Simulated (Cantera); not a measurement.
Charge: 1 mol CH3F, 0.03 mol HCl, 0.35 mol F2, held at 0.00133 bar.

Equilibrium computed with Cantera from the NASA thermochemical tables; the gas is ideal and each condensed phase is pure. Candidate condensed phases: C, C6H6, C7H8, C8H18; 118 gas species. Kinetics and transport are ignored.

### Question
Which condensed phases are stable at each of these points (T (K)): 875, 1075, 1275, 1475, 1675, 1875, 2075, 2275, 2475, 2675, 2875, 3075, 3275?

### Answer
| T (K) | condensed phases | C condensed (%) |
|---|---|---|
| 875 | C(graphite) | 100.0 |
| 1075 | C(graphite) | 100.0 |
| 1275 | C(graphite) | 100.0 |
| 1475 | C(graphite) | 100.0 |
| 1675 | C(graphite) | 100.0 |
| 1875 | C(graphite) | 100.0 |
| 2075 | C(graphite) | 99.8 |
| 2275 | C(graphite) | 99.6 |
| 2475 | C(graphite) | 99.0 |
| 2675 | C(graphite) | 93.8 |
| 2875 | C(graphite) | 27.6 |
| 3075 | gas only | 0.0 |
| 3275 | gas only | 0.0 |

From 875 K to 2875 K the condensed part is C(graphite). From 3075 K to 3275 K nothing is condensed.
